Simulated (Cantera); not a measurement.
**Adiabatic ignition**

An adiabatic, constant-volume homogeneous reactor starts with 9.12 % CH4, 0.912 % CO, 18.9 % O2, 71.1 % N2, equivalence ratio 0.99, at 1475 K and 0.210 bar.

Computed with Cantera and GRI-Mech 3.0 (53 species, 325 reactions).

| t (s) | T (K) | P (bar) | x CH4 | x CO | x O2 | x CH2 | x HCO |
|---|---|---|---|---|---|---|---|
| 2.00e-6 | 1475 | 0.210 | 0.0912 | 0.00912 | 0.189 | <1e-12 | <1e-12 |
| 1.10e-5 | 1475 | 0.210 | 0.0912 | 0.00912 | 0.189 | <1e-12 | <1e-12 |
| 6.02e-5 | 1475 | 0.210 | 0.0912 | 0.00912 | 0.189 | <1e-12 | <1e-12 |
| 0.000330 | 1475 | 0.210 | 0.0912 | 0.00912 | 0.189 | 5.16e-12 | 2.24e-11 |
| 0.00181 | 1476 | 0.210 | 0.0909 | 0.00913 | 0.189 | 9.04e-10 | 5.10e-9 |
| 0.00994 | 2751 | 0.415 | <1e-12 | 0.0515 | 0.0260 | <1e-12 | 3.49e-8 |
| 0.0545 | 2750 | 0.415 | <1e-12 | 0.0516 | 0.0256 | <1e-12 | 3.49e-8 |
| 0.299 | 2750 | 0.415 | <1e-12 | 0.0516 | 0.0256 | <1e-12 | 3.49e-8 |
| 1.64 | 2750 | 0.415 | <1e-12 | 0.0516 | 0.0256 | <1e-12 | 3.49e-8 |
| 9.00 | 2750 | 0.415 | <1e-12 | 0.0516 | 0.0256 | <1e-12 | 3.49e-8 |
x: mole fraction; the columns are a selection and need not sum to one.

The time of steepest temperature rise comes out as 4.87 ms and the temperature at 9.00 s is 2750 K. The equilibrium temperature is 2750 K, the x(CH4) at 9.00 s comes out as <1e-12 (gas-phase equilibrium <1e-12) and the x(CO) at 9.00 s comes out as 0.0516 (gas-phase equilibrium 0.0516). The x(O2) at 9.00 s comes out as 0.0256 (gas-phase equilibrium 0.0256).
